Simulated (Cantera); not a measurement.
A closed system holds: 1 mol SiHCl₃, 0.059 mol Cl₂, a varied amount of H₂, held at 1450 °C and 7.90 mbar.

Method: chemical equilibrium by Gibbs-energy minimisation in Cantera with the NASA 1993 tables (ideal gas, pure condensed phases). Candidate condensed phases: Si; 19 gas species. The tables' values for SiCl₃, SiCl are old estimates; treat these amounts as uncertain. Gases not in the tables: Si₂H₆ and higher silanes. Kinetics and transport are ignored.

x: gas mole fraction; n: condensed amount in mol.

```tsv
n(H₂) (mol)	x H₂	x HCl	x SiCl₂	x H	x SiCl₃	n Si(l)
14	0.849	0.104	0.0442	0.00189	0.000319	0.279
21	0.889	0.0820	0.0262	0.00194	0.000145	0.386
32	0.921	0.0621	0.0145	0.00197	5.98e-5	0.495
48	0.944	0.0463	0.00785	0.00200	2.39e-5	0.594
71	0.959	___	___	0.00201	9.33e-6	___
110	0.972	0.0237	0.00200	0.00203	3.07e-6	0.753
160	0.980	___	___	0.00203	1.14e-6	0.802
240	0.985	0.0118	0.000492	0.00204	3.75e-7	0.838
350	0.989	0.00833	0.000243	0.00204	1.30e-7	0.854
530	0.992	0.00562	0.000110	0.00205	3.96e-8	0.852
790	0.994	0.00382	5.07e-5	0.00205	1.24e-8	0.829
```

**Question.** Some entries are withheld; supply them.

**Answer.** 
- 71, x HCl: 0.0341
- 71, x SiCl₂: 0.00419
- 71, n Si(l): 0.677
- 160, x HCl: 0.0171
- 160, x SiCl₂: 0.00103
